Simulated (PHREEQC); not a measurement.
# Acid mine or pickling water: speciation

Model water analysis in mg/L, 25 °C, pH 3.13, pe 9.6:

```
constituent   mg/L
-----------  -----
Na            87.1
K              122
Ca             129
Mg            1.83
Cl             154
S(6) as SO4    252
Br            11.2
F             5.13
Cu(2)         20.7
N(5) as NO3  0.226
```

Cl is adjusted to close the charge balance.
Valence states are taken as typed.

Model: ion-association model, phreeqc.dat, run in PHREEQC.

This is a speciation only: nothing precipitates in the calculation.

Task: Predict the ionic strength, specific conductance.

Result: ionic strength 0.0194 mol/kgw; specific conductance 1920 µS/cm.

Task: In which forms is Ca present?

Result: Ca+2 89 %, CaSO4 11 % of the Ca.

Complexes and solids missing from the database can't appear.
